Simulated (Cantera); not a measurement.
Feed: 1 mol Pb, 0.058 mol O2, 90 mol N2, equilibrated at 627 °C and 0.0910 bar.

Method: chemical equilibrium by Gibbs-energy minimisation in Cantera with the NASA 1993 tables (ideal gas, pure condensed phases). Candidate condensed phases: Pb, PbO, PbO2, Pb3O4; 12 gas species. Kinetics and transport are ignored.

Question: What is the equilibrium state?

Answer: 
- x(N2) = 1.000
- x(Pb) = 1.50e-5
- n(Pb(l)) = 0.883 mol
- n(PbO(yellow)) = 0.116 mol
- gas amount = 90.00 mol
- log10 activity of PbO2(s) (absent) = -9.32
